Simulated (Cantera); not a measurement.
A closed system holds: 1 mol SiH4, 2.7 mol N2, held at 11.0 mbar.

Cantera equilibrium calculation (NASA polynomials, part measured and part estimated; ideal gas, pure solids and liquids). Candidate condensed phases: Si, Si3N4; 18 gas species. N2 is the only nitrogen source here; it is nearly inert below about 1500 K, so the nitride shown seldom forms there in practice. Gases not in the tables: Si2H6 and higher silanes. The numbers say what is thermodynamically allowed, not how fast it happens.

Task: Which condensed phases are stable at each of these points (T (K)): 1350, 1400, 1450, 1500, 1550, 1600, 1650, 1700, 1750, 1800, 1850?

Result: 
```
T (K)  condensed phases  Si condensed (%)
-----  ----------------  ----------------
1350           Si3N4(s)             100.0
1400           Si3N4(s)             100.0
1450           Si3N4(s)             100.0
1500           Si3N4(s)             100.0
1550           Si3N4(s)             100.0
1600           Si3N4(s)             100.0
1650           Si3N4(s)             100.0
1700           Si3N4(s)             100.0
1750           Si3N4(s)              99.9
1800              Si(l)              99.8
1850              Si(l)              99.7
```

From 1350 K to 1750 K the condensed part is Si3N4(s). From 1800 K to 1850 K the condensed part is Si(l).
